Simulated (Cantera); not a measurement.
A freely propagating, adiabatic, planar premixed flame of 29.6 % H2, 14.8 % O2, 55.6 % N2, unburnt at 450 K and 150000 Pa; unity-Lewis-number transport, grid criteria slope 0.08 and curve 0.16, no radiation.

Model: the H2/O2 subset of GRI-Mech 3.0, which has no nitrogen chemistry, integrated in Cantera. Unity Lewis numbers drop preferential diffusion, which matters most where H2 and H carry the flame. Burning velocities carry a grid error of a few per cent, more on coarse grids.

x: mole fraction of selected species; z is measured from the peak of heat release.

```
z (mm)   T (K)  u (m/s)    x H2    x O2      x O      x H     x H2O   x H2O2
-------  -----  -------  ------  ------  -------  -------  --------  -------
-0.597     450     3.13   0.296   0.148    <1e-8    <1e-8   8.26e-8    <1e-8
-0.398     450     3.13   0.296   0.148    <1e-8    <1e-8   3.34e-6    <1e-8
-0.299     450     3.13   0.296   0.148  1.18e-8    <1e-8   2.03e-5  4.65e-8
-0.199     452     3.14   0.296   0.148  1.57e-7    <1e-8  0.000214  4.82e-7
-0.0996    513     3.55   0.289   0.144  1.35e-5  8.78e-6   0.00778  1.24e-5
-0.0498      …     5.52       …       …        …        …         …        …
0         1294     8.52   0.147  0.0784  0.00457   0.0318     0.147  7.23e-6
0.0498    1599     10.3  0.0679  0.0394   0.0103   0.0529     0.219  3.49e-6
0.0996    1754     11.2  0.0508  0.0281   0.0112   0.0474     0.241  2.04e-6
0.199     1921     12.1  0.0461  0.0228  0.00922   0.0341     0.256  1.06e-6
0.398     2083     12.9  0.0413  0.0187  0.00652   0.0221     0.271  6.09e-7
0.797     2225     13.6       …       …        …        …     0.286        …
1.59      2337     14.2  0.0282  0.0113  0.00249  0.00756     0.300  3.03e-7
```

Problem. Some entries are withheld; supply them.

Solution. 
- -0.0498, T (K): 813
- -0.0498, x H2: 0.252
- -0.0498, x O2: 0.126
- -0.0498, x O: 0.000382
- -0.0498, x H: 0.00284
- -0.0498, x H2O: 0.0488
- -0.0498, x H2O2: 2.12e-5
- 0.797, x H2: 0.0349
- 0.797, x O2: 0.0148
- 0.797, x O: 0.00416
- 0.797, x H: 0.0132
- 0.797, x H2O2: 4.05e-7
